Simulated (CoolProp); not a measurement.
Model: reference Helmholtz-energy equation of state, Zhou 2011, in CoolProp.

**Question.** For dimethyl carbonate, give the phase and the cp (kJ/(kg K)), cv (kJ/(kg K)), speed of sound (m/s), expansivity (1/kK) at 170.95 °C and 28.4 bar; 288.35 °C and 28.4 bar.

**Answer.** 
- 170.95 °C and 28.4 bar: liquid; cp 2.19, cv 1.60, speed of sound 670, expansivity 2.02
- 288.35 °C and 28.4 bar: gas; cp 2.04, cv 1.75, speed of sound 184, expansivity 4.21
